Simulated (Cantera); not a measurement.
# Gas-phase reforming

An isothermal, constant-pressure homogeneous reactor starts with CH4 : CO2 : H2 = 1 : 1.3 : 0.094 (molar parts), at 1825 K and 3.36 atm.

Computed with Cantera and GRI-Mech 3.0 (53 species, 325 reactions).

```json
[
 {"t (s)": "1.00e-5", "x CH4": "0.414", "x CO2": "0.542", "x H2": "0.0409", "x OH": "2.61e-7", "x C2H2": "3.20e-6", "x O2": "<1e-12", "x H2O": "0.000121"},
 {"t (s)": "3.88e-5", "x CH4": "0.400", "x CO2": "0.539", "x H2": "0.0502", "x OH": "5.37e-7", "x C2H2": "0.000349", "x O2": "4.11e-12", "x H2O": "0.000954"},
 {"t (s)": "0.000151", "x CH4": "0.334", "x CO2": "0.511", "x H2": "0.105", "x OH": "1.17e-6", "x C2H2": "0.0125", "x O2": "2.84e-11", "x H2O": "0.00731"},
 {"t (s)": "0.000585", "x CH4": "0.209", "x CO2": "0.420", "x H2": "0.205", "x OH": "2.48e-6", "x C2H2": "0.0639", "x O2": "1.39e-10", "x H2O": "0.0432"},
 {"t (s)": "0.00227", "x CH4": "0.0818", "x CO2": "0.242", "x H2": "0.223", "x OH": "5.99e-6", "x C2H2": "0.110", "x O2": "4.04e-10", "x H2O": "0.161"},
 {"t (s)": "0.00881", "x CH4": "0.0250", "x CO2": "0.101", "x H2": "0.211", "x OH": "8.91e-6", "x C2H2": "0.109", "x O2": "5.12e-10", "x H2O": "0.233"},
 {"t (s)": "0.0342", "x CH4": "0.0174", "x CO2": "0.0619", "x H2": "0.285", "x OH": "5.48e-6", "x C2H2": "0.0656", "x O2": "2.04e-10", "x H2O": "0.170"},
 {"t (s)": "0.133", "x CH4": "0.0103", "x CO2": "0.0333", "x H2": "0.363", "x OH": "2.84e-6", "x C2H2": "0.0248", "x O2": "6.96e-11", "x H2O": "0.101"},
 {"t (s)": "0.515", "x CH4": "0.00381", "x CO2": "0.0192", "x H2": "0.411", "x OH": "1.62e-6", "x C2H2": "0.00377", "x O2": "2.86e-11", "x H2O": "0.0617"},
 {"t (s)": "2.00", "x CH4": "0.000239", "x CO2": "0.0161", "x H2": "0.424", "x OH": "1.35e-6", "x C2H2": "1.63e-5", "x O2": "2.10e-11", "x H2O": "0.0525"}
]
```
x: mole fraction; the columns are a selection and need not sum to one.

Equilibrium at this temperature and pressure: CH4 1.50e-6, CO2 0.0160, H2 0.424, OH 1.35e-6, C2H2 1.11e-9, O2 2.08e-11, H2O 0.0523 (gas phase only).
